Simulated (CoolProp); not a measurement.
Vapour-liquid equilibrium of R22 (1) + ethanol (2) at 1.88 bar; x and y are mole fractions of (1).

Computed with CoolProp (multi-fluid Helmholtz-energy mixture model, Kamei 1995 and Schroeder 2014; pair parameters Bell 2016).

```
x     bubble temperature, mixture model (°C)  bubble temperature, Raoult's law (°C)  y, mixture model  y, Raoult's law
----  --------------------------------------  -------------------------------------  ----------------  ---------------
0.05                                    54.4                                   64.5             0.809            0.712
0.2                                      2.6                                   20.2             0.991            0.975
0.35                                   -12.4                                    2.1                 …            0.994
0.5                                        …                                   -8.4             0.999            0.998
0.65                                       …                                  -15.7             0.999            0.999
0.8                                        …                                  -21.1             0.999            1.000
0.95                                       …                                  -25.4             1.000            1.000
```

Task: Fill in the missing entries.

Result: 
- 0.35, y, mixture model: 0.997
- 0.5, bubble temperature, mixture model (°C): -18.5
- 0.65, bubble temperature, mixture model (°C): -21.2
- 0.8, bubble temperature, mixture model (°C): -23.0
- 0.95, bubble temperature, mixture model (°C): -25.5

The largest gap from Raoult's law is -17.6 K in bubble temperature, at x = 0.2. No azeotrope shows between x = 0.05 and 0.95.

The pair parameters rest on a limited set of measurements; away from them the model extrapolates. With so large a gap from Raoult's law the liquid may split in two, which this calculation doesn't test in full.
